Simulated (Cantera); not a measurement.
Feed: 1 mol Si, 3 mol H2O, 130 mol N2, 1.5 mol O2, at 0.133 bar.

Method: chemical equilibrium by Gibbs-energy minimisation in Cantera with the NASA 1993 tables (ideal gas, pure condensed phases). Candidate condensed phases: H2O, Si, SiO2, Si2N2O, Si3N4; 35 gas species. The tables hold silica as quartz up to 1696 K and as liquid above; real silica turns to tridymite and cristobalite and melts near 1996 K. Rates play no part.

x: gas mole fraction; n: condensed amount in mol.

```
T (K)   x N2   x H2O     x O2      x NO      x OH  x H2       x O  n SiO2(condensed)  n SiO2(l)
-----  -----  ------  -------  --------  --------  ----  --------  -----------------  ---------
1750   0.973  0.0224  0.00347  0.000499  0.000142   ___   1.21e-5              1.000          0
1800   0.973  0.0223  0.00342  0.000590  0.000193   ___   1.95e-5              1.000          0
1850   0.973  0.0222  0.00337  0.000690  0.000257   ___   3.06e-5              1.000          0
1900   0.973  0.0221  0.00331  0.000800  0.000337   ___   4.70e-5              1.000          0
1950   0.973  0.0220  0.00326  0.000920  0.000436   ___   7.05e-5              1.000          0
2000   0.973  0.0218  0.00320   0.00105  0.000556   ___  0.000104                  0      0.999
2050   0.973  0.0216  0.00316   0.00119  0.000700   ___  0.000150                  0      0.996
2100   0.972  0.0213  0.00314   0.00135  0.000871   ___  0.000213                  0      0.989
```

Some entries are withheld; supply them.


- 1750, x H2: 3.47e-5
- 1800, x H2: 5.63e-5
- 1850, x H2: 8.90e-5
- 1900, x H2: 0.000137
- 1950, x H2: 0.000207
- 2000, x H2: 0.000305
- 2050, x H2: 0.000439
- 2100, x H2: 0.000617
